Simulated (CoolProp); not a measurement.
A Linde-Hampson liquefier for nitrogen: isothermal reversible compression at 290 K from 1 atm to 40 MPa, throttling to 1 atm, return gas leaving the recuperator 10 K below the feed. Each further row changes one setting.

Model: reference Helmholtz-energy equation of state, Span 2000, in CoolProp.

| case | liquid yield per pass | compression work (kJ/kg of gas) |
|---|---|---|
| as stated | ___ | 522 |
| high pressure 80 MPa | ___ | ___ |
| warm-end temperature 320 K | 0.053 | 580 |
| warm-end gap 15 K | 0.068 | 522 |

Task: Complete the blanks.

Result: 
- as stated, liquid yield per pass: 0.080
- high pressure 80 MPa, liquid yield per pass: 0.040
- high pressure 80 MPa, compression work (kJ/kg of gas): 610
